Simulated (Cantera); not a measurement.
**Ignition delay**

Mixture: 16.5 % CO, 5.76 % H2, 0.757 % CH4, 16.2 % O2, 60.9 % N2, equivalence ratio 0.78, at 101000 Pa, adiabatic and at constant pressure. Ignition delay is the time to a rise of 400 K.

Model: GRI-Mech 3.0 (53 species, 325 reactions), integrated in Cantera. Where the delays flatten at high temperature, the 400 K rule measures the pace of heat release, not the induction time.

```
T0 (K)  delay (ms)
------  ----------
1150         0.125
1225        0.0847
1300        0.0642
1375        0.0527
1450        0.0459
1525        0.0422
```
